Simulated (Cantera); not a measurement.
Mixture: CO : H2 : CH4 : O2 : N2 = 1 : 1.1 : 0.064 : 1.07 : 4.03 (molar parts), at 1.40 bar, adiabatic and at constant volume. Ignition delay is the time to a rise of 400 K.

Computed with Cantera and GRI-Mech 3.0 (53 species, 325 reactions).

### Question
At T0 = 1100 K, what is the delay, and which 7 reactions control it most (d ln τ / d ln k, from doubling and halving each rate constant)?

### Answer
The delay is 99.2 µs.
```tsv
reaction	d ln τ / d ln k	faster rate
H + O2 <=> O + OH	-1.30	shortens it
H + O2 + N2 <=> HO2 + N2	0.28	lengthens it
H2 + O <=> H + OH	-0.24	shortens it
H + O2 + M <=> HO2 + M	0.20	lengthens it
H2 + OH <=> H + H2O	-0.11	shortens it
CH4 + H <=> CH3 + H2	0.11	lengthens it
CH4 + OH <=> CH3 + H2O	0.07	lengthens it
```
